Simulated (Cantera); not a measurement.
Feed: 1 mol (CH₃)₂SiCl₂, 270 mol H₂, held at 17.3 Torr.

Equilibrium computed with Cantera from the NASA thermochemical tables; the gas is ideal and each condensed phase is pure. Candidate condensed phases: C, C₆H₆, C₇H₈, C₈H₁₈, Si, SiC; 109 gas species. The feed counts by its element totals alone. The tables' values for SiCl are old estimates; treat these amounts as uncertain. Gases not in the tables: Si₂H₆ and higher silanes. Rates play no part. All values below are at 2498 K.

Base state: H₂ 0.837, H 0.150, HCl 0.00595, C₂H₂ (acetylene) 0.00303, Si 0.00294, Cl 0.000756, SiC₂ 0.000256, SiH 0.000108 (mole fractions); condensed: gas only.

Question: What changes in the equilibrium state with this change: pressure from 17.3 Torr to 61.5 Torr?

Answer: 
| species | before | after |
|---|---|---|
| H₂ | 0.837 | 0.904 |
| H | 0.150 | 0.0827 |
| HCl | 0.00595 | 0.00652 |
| Si | 0.00294 | 0.00286 |
| SiH₂ | 1.23e-5 | 4.60e-5 |
| Si₂C | 1.47e-5 | 4.89e-5 |
| SiCl | 1.26e-5 | 2.43e-5 |
| SiH | 0.000108 | 0.000206 |
| C₂H | 3.90e-5 | 2.08e-5 |
